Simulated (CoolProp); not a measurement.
Hexamethyldisiloxane (MM) along the isobar 2.29 MPa: density (kg/m³) from the reference equation and from simpler models built on Tc = 518.7 K, pc = 1.931 MPa, ω = 0.418; each cubic takes its own stable root.

Values from CoolProp's reference Helmholtz-energy equation of state, Thol 2016.

| T (K) | phase | reference |
|---|---|---|
| 335.4 | liquid | 724.0 |
| 352.8 | liquid | 705.1 |
| 370.1 | liquid | 685.6 |
| 387.5 | liquid | 665.3 |
| 404.8 | liquid | 644.1 |
| 422.2 | liquid | 621.4 |
| 439.5 | liquid | 597.3 |
| 456.9 | liquid | 570.6 |
| 474.2 | liquid | 540.5 |
| 491.6 | liquid | 504.4 |
| 508.9 | liquid | 455.9 |
| 526.3 | supercritical | 346.1 |
| 543.6 | supercritical | 161.6 |
| 561 | supercritical | 130.0 |

Task: How far does each simpler model (van der Waals, Redlich-Kwong, Soave-Redlich-Kwong, Peng-Robinson) lie from the reference over these 14 states: mean and median of the absolute difference, and the worst?

Result: 
- van der Waals: mean 32.5 %, median 36.5 %, worst -38.3 % at 335.4 K and 2.29 MPa
- Redlich-Kwong: mean 12.6 %, median 12.3 %, worst -18.5 % at 508.9 K and 2.29 MPa
- Soave-Redlich-Kwong: mean 8.5 %, median 6.6 %, worst -19.2 % at 526.3 K and 2.29 MPa
- Peng-Robinson: mean 4.8 %, median 5.5 %, worst -12.3 % at 526.3 K and 2.29 MPa
